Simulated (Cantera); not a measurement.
## Ignition delay

Mixture: 4.79 % CH4, 20.0 % O2, 75.2 % N2, equivalence ratio 0.48, at 500000 Pa, adiabatic and at constant volume. Ignition delay is the time to a rise of 400 K.

Cantera simulation using GRI-Mech 3.0 (53 species, 325 reactions); the numbers are that mechanism's predictions, not measurements.

```
T0 (K)  delay (ms)
------  ----------
1050          58.5
1100          27.1
1150          13.3
1200          6.81
1250          3.61
1300          1.98
1350          1.12
1400         0.655
1450         0.394
```

```yaml
apparent activation energy between 1350 and 1450 K: 170 kJ/mol
```
